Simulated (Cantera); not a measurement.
Gas mixture: 63.6 % C2H6, 36.4 % C2H4, at 750 Torr, frozen composition.

Cantera's kinetic-theory transport with the Lennard-Jones parameters of GRI-Mech 3.0, ideal gas; thermal conductivity in the mixture-averaged form. The composition is frozen, though it would react at the higher temperatures.

D: mixture-averaged diffusion coefficient of that species in the mixture.

| T (K) | ρ (kg/m³) | cp (J/kg/K) | μ (µPa s) | λ (mW/m/K) | Pr | D (cm²/s) O | D (cm²/s) CH4 | D (cm²/s) H |
|---|---|---|---|---|---|---|---|---|
| 400 | 0.882 | 2065 | 12.7 | 34.9 | 0.751 | [?] | 0.281 | 1.47 |
| 600 | 0.588 | 2818 | 18.0 | 67.3 | 0.754 | [?] | 0.581 | 3.06 |
| 800 | 0.441 | 3382 | 22.6 | 102 | 0.752 | [?] | 0.960 | 5.05 |
| 1000 | 0.353 | 3827 | 26.7 | 135 | 0.755 | [?] | 1.41 | 7.41 |
| 1200 | 0.294 | 4162 | 30.4 | 168 | 0.754 | [?] | 1.92 | 10.1 |
| 1400 | 0.252 | 4422 | 33.8 | 198 | 0.754 | [?] | 2.49 | 13.1 |
| 1600 | 0.221 | 4623 | 37.0 | 227 | 0.752 | [?] | 3.11 | 16.4 |
| 1800 | 0.196 | 4778 | 40.1 | 255 | 0.751 | [?] | 3.79 | 19.9 |

Task: What belongs in the gaps?

Result: 
- 400, D (cm²/s) O: 0.401
- 600, D (cm²/s) O: 0.816
- 800, D (cm²/s) O: 1.33
- 1000, D (cm²/s) O: 1.95
- 1200, D (cm²/s) O: 2.64
- 1400, D (cm²/s) O: 3.42
- 1600, D (cm²/s) O: 4.27
- 1800, D (cm²/s) O: 5.19
